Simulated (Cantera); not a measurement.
An adiabatic, constant-pressure homogeneous reactor starts with CO : H2 : O2 : N2 = 1 : 0.52 : 1.55 : 5.83 (molar parts), equivalence ratio 0.49, at 1750 K and 1.70 bar. Integrator tolerance rtol = 1e-08.

Detailed kinetics in Cantera: GRI-Mech 3.0 (53 species, 325 reactions).

```json
[
 {"quantity": "time of steepest temperature rise", "before": "7.06 µs", "after": "5.43 µs"},
 {"quantity": "temperature at 0.400 s", "before": "2672 K", "after": "2686 K"},
 {"quantity": "equilibrium temperature", "before": "2672 K", "after": "2686 K"},
 {"quantity": "x(CO) at 0.400 s", "before": "0.0218 (gas-phase equilibrium 0.0218)", "after": "0.0207 (gas-phase equilibrium 0.0207)"},
 {"quantity": "x(H2) at 0.400 s", "before": "0.00179 (gas-phase equilibrium 0.00179)", "after": "0.00168 (gas-phase equilibrium 0.00168)"},
 {"quantity": "x(O2) at 0.400 s", "before": "0.0910 (gas-phase equilibrium 0.0910)", "after": "0.0906 (gas-phase equilibrium 0.0906)"},
 {"quantity": "x(NO) at 0.400 s", "before": "0.0189 (gas-phase equilibrium 0.0189)", "after": "0.0193 (gas-phase equilibrium 0.0193)"},
 {"quantity": "x(CO2) at 0.400 s", "before": "0.0986 (gas-phase equilibrium 0.0986)", "after": "0.0998 (gas-phase equilibrium 0.0998)"}
]
```

Problem. What was changed between the two runs?
A) CO 1 to 0.74 parts
B) constant volume in place of constant pressure
C) initial temperature 1750 to 1400 K
D) pressure from 1.70 bar to 2.20 bar

Solution. D, pressure from 1.70 bar to 2.20 bar
